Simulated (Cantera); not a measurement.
An isothermal, constant-pressure homogeneous reactor starts with CH4 : H2O : H2 = 1 : 2.7 : 0.6 (molar parts), at 1625 K and 9.87 atm.

Cantera simulation using GRI-Mech 3.0 (53 species, 325 reactions); the numbers are that mechanism's predictions, not measurements.

x: mole fraction; the columns are a selection and need not sum to one.

| t (s) | x CH4 | x H2O | x H2 | x CH2 | x HO2 | x CH2O |
|---|---|---|---|---|---|---|
| 0.000700 | 0.222 | 0.624 | 0.149 | 6.40e-9 | <1e-12 | 9.09e-6 |
| 0.00146 | 0.212 | 0.620 | 0.159 | 6.57e-9 | <1e-12 | 8.46e-6 |
| 0.00303 | 0.194 | 0.610 | 0.179 | 7.09e-9 | <1e-12 | 7.43e-6 |
| 0.00631 | 0.166 | 0.595 | 0.211 | 7.85e-9 | <1e-12 | 6.05e-6 |
| 0.0131 | 0.132 | 0.574 | 0.251 | 8.58e-9 | <1e-12 | 4.59e-6 |
| 0.0273 | 0.102 | 0.550 | 0.290 | 8.77e-9 | <1e-12 | 3.42e-6 |
| 0.0569 | 0.0898 | 0.522 | 0.321 | 7.75e-9 | <1e-12 | 2.66e-6 |
| 0.118 | 0.0871 | 0.485 | ___ | ___ | <1e-12 | ___ |
| 0.246 | 0.0814 | 0.439 | 0.391 | 3.85e-9 | <1e-12 | 1.47e-6 |
| 0.512 | 0.0693 | 0.389 | 0.438 | 2.32e-9 | <1e-12 | 9.91e-7 |
| 1.07 | 0.0518 | 0.343 | 0.486 | 1.29e-9 | <1e-12 | 6.72e-7 |
| 2.22 | 0.0326 | 0.304 | 0.528 | 6.57e-10 | <1e-12 | 4.89e-7 |
| 4.62 | 0.0158 | 0.275 | 0.561 | 2.79e-10 | <1e-12 | 4.00e-7 |
| 9.61 | 0.00484 | 0.258 | 0.582 | 7.94e-11 | <1e-12 | 3.64e-7 |
| 20.0 | ___ | 0.252 | 0.589 | 8.95e-12 | <1e-12 | 3.53e-7 |

Task: Fill in the missing entries.

Result: 
- 0.118, x H2: 0.351
- 0.118, x CH2: 5.81e-9
- 0.118, x CH2O: 2.05e-6
- 20.0, x CH4: 0.000559
